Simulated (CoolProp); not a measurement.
C3F8 (R218) along the isotherm -0.75 °C: Z from the reference equation and from simpler models built on Tc = 71.9 °C, pc = 2.640 MPa, ω = 0.317; each cubic takes its own stable root.

Model: reference Helmholtz-energy equation of state, Lemmon 2006, in CoolProp. It is a short technical equation, of lower accuracy than the large ones.

```
p (MPa)   phase  reference
-------  ------  ---------
1.32     liquid    0.07473
2.64     liquid     0.1483
3.96     liquid     0.2210
5.28     liquid     0.2928
6.6      liquid     0.3638
7.92     liquid     0.4341
9.24     liquid     0.5038
10.6     liquid     0.5750
11.9     liquid     0.6425
13.2     liquid     0.7095
```

**Question.** How far does each simpler model (van der Waals, Redlich-Kwong, Soave-Redlich-Kwong, Peng-Robinson) lie from the reference over these 10 states: mean and median of the absolute difference, and the worst?

**Answer.** 
- van der Waals: mean 50.6 %, median 49.2 %, worst +60.4 % at -0.75 °C and 1.32 MPa
- Redlich-Kwong: mean 8.6 %, median 8.1 %, worst +13.0 % at -0.75 °C and 1.32 MPa
- Soave-Redlich-Kwong: mean 4.5 %, median 4.3 %, worst +6.8 % at -0.75 °C and 1.32 MPa
- Peng-Robinson: mean 7.3 %, median 7.4 %, worst -8.3 % at -0.75 °C and 13.2 MPa
